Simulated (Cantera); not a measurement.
Feed: 1 mol KOH, 4.1 mol H2O, 5.2 mol CO2, at 880 Pa.

Method: chemical equilibrium by Gibbs-energy minimisation in Cantera with the NASA 1993 tables (ideal gas, pure condensed phases). Candidate condensed phases: C, C6H6, C7H8, C8H18, H2O, K, KOH, KO2, K2CO3, K2O, K2O2; 116 gas species. Equilibrium is a limit: real reactors are often held back by kinetics, nucleation or transport. All values below are at 1898 K.

Base state: CO2 0.463, H2O 0.396, K 0.0468, KOH 0.0455, O2 0.0214, CO 0.0181, OH 0.00444, H2 0.00370 (mole fractions); condensed: gas only.

Task: What changes in the equilibrium state with this change: CO2 from 5.2 to 0.019 mol?

Result: 
```
species    before     after
-------  --------  --------
H2O         0.396     0.778
KOH        0.0455     0.105
K          0.0468    0.0773
CO2         0.463   0.00334
CO         0.0181  0.000131
O2         0.0214    0.0214
H2        0.00370   0.00726
KO       0.000106  0.000176
H        0.000507  0.000710
```
